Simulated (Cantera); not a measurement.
A Cantera script and its output.

```python
import numpy as np
import cantera as ct

gas = ct.Solution("gri30.yaml")


def delay(T, t_max=10):
    gas.TPX = T, 500000, {'CH4': 1, 'CO': 0.073, 'O2': 4.85, 'N2': 18.2, 'H2O': 0.92}
    reactor = ct.IdealGasConstPressureReactor(gas, clone=False)
    net = ct.ReactorNet([reactor])
    net.rtol, net.atol = 1e-8, 1e-16
    while net.time < t_max:
        t_old, T_old = net.time, reactor.T
        net.step()
        if reactor.T > T + 400:  # ignition: a rise of 400 K
            return t_old + (T + 400 - T_old) / (reactor.T - T_old) * (net.time - t_old)
    return np.nan


taus = []
for T in [1223, 1323, 1423, 1523, 1623, 1723, 1823, 1923, 2023]:
    taus.append(delay(T))
    print(f"T0 = {T:6g} K   tau = {taus[-1]:.4e} s")
```

It prints:

```
T0 =   1223 K   tau = 5.2630e-03 s
T0 =   1323 K   tau = 1.5954e-03 s
T0 =   1423 K   tau = 5.4664e-04 s
T0 =   1523 K   tau = 2.0948e-04 s
T0 =   1623 K   tau = 8.9677e-05 s
T0 =   1723 K   tau = 4.2765e-05 s
T0 =   1823 K   tau = 2.2541e-05 s
T0 =   1923 K   tau = 1.3177e-05 s
T0 =   2023 K   tau = 8.7954e-06 s
```

Model: GRI-Mech 3.0 (53 species, 325 reactions), integrated in Cantera.
